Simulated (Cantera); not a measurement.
Feed: 1 mol C₂H₂, a varied amount of CO₂, 54 mol H₂, held at 1675 K and 0.133 bar.

Equilibrium computed with Cantera from the NASA thermochemical tables; the gas is ideal and each condensed phase is pure. Candidate condensed phases: C, C₆H₆, C₇H₈, C₈H₁₈, H₂O; 110 gas species. The numbers say what is thermodynamically allowed, not how fast it happens.

x: gas mole fraction; n: condensed amount in mol.

```
n(CO₂) (mol)   x H₂    x CO    x H₂O  x CO₂       x H  n C(graphite)
------------  -----  ------  -------  -----  --------  -------------
0.31          0.988  0.0111  8.17e-7      ?  0.000316           1.67
0.72          0.974  0.0255  1.84e-6      ?  0.000314           1.27
1.1           0.961  0.0385  2.74e-6      ?  0.000312          0.885
1.5           0.948  0.0517  3.63e-6      ?  0.000310          0.485
2             0.932  0.0678  2.70e-5      ?  0.000307              0
2.4           0.919  0.0739  0.00657      ?  0.000305              0
2.8           0.906  0.0799   0.0130      ?  0.000303              0
3.2           0.894  0.0858   0.0194      ?  0.000301              0
3.6           0.882  0.0916   0.0256      ?  0.000299              0
4             0.870  0.0973   0.0317      ?  0.000297              0
```

Task: What belongs in the gaps?

Result: 
- 0.31, x CO₂: 2.78e-9
- 0.72, x CO₂: 1.46e-8
- 1.1, x CO₂: 3.31e-8
- 1.5, x CO₂: 5.98e-8
- 2, x CO₂: 5.92e-7
- 2.4, x CO₂: 0.000159
- 2.8, x CO₂: 0.000346
- 3.2, x CO₂: 0.000561
- 3.6, x CO₂: 0.000802
- 4, x CO₂: 0.00107
